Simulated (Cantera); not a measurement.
**Pyrogenic steam for wet oxidation**

An isothermal, constant-pressure homogeneous reactor starts with H2 : O2 : N2 = 0.97 : 1 : 5.8 (molar parts), equivalence ratio 0.48, at 923 K and 0.247 atm.

Computed with Cantera and the H2/O2 subset of GRI-Mech 3.0, which has no nitrogen chemistry. Below about 950 K walls govern HO2 and H2O2 in real vessels. The temperature is held fixed by assumption; the heat of reaction is taken as removed at once.

| t (s) | x H2 | x O2 | x O | x HO2 | x H |
|---|---|---|---|---|---|
| 7.00e-5 | 0.125 | 0.129 | 3.27e-12 | 2.66e-11 | 2.34e-11 |
| 0.000182 | 0.125 | 0.129 | 1.83e-11 | 1.12e-10 | 1.13e-10 |
| 0.000474 | 0.125 | 0.129 | 3.77e-10 | 1.84e-9 | 2.23e-9 |
| 0.00123 | 0.125 | 0.129 | 5.93e-7 | 2.63e-6 | 3.52e-6 |
| 0.00321 | 0.0125 | 0.0764 | 0.000235 | 2.92e-5 | 0.000496 |
| 0.00837 | 0.00489 | 0.0729 | 2.34e-5 | 2.19e-5 | 1.74e-5 |
| 0.0218 | 0.00335 | 0.0722 | 3.89e-6 | 1.78e-5 | 2.04e-6 |
| 0.0567 | 0.00280 | 0.0720 | 1.08e-6 | 1.43e-5 | 4.96e-7 |
| 0.148 | 0.00216 | 0.0717 | 7.72e-7 | 1.24e-5 | 3.08e-7 |
| 0.384 | 0.00127 | 0.0713 | 4.71e-7 | 9.25e-6 | 1.42e-7 |
| 1.00 | 0.000484 | 0.0709 | 1.94e-7 | 5.05e-6 | 3.77e-8 |
x: mole fraction; the columns are a selection and need not sum to one.

Equilibrium at this temperature and pressure: H2 7.35e-12, O2 0.0707, O 6.68e-12, HO2 8.84e-11, H <1e-12 (gas phase only).
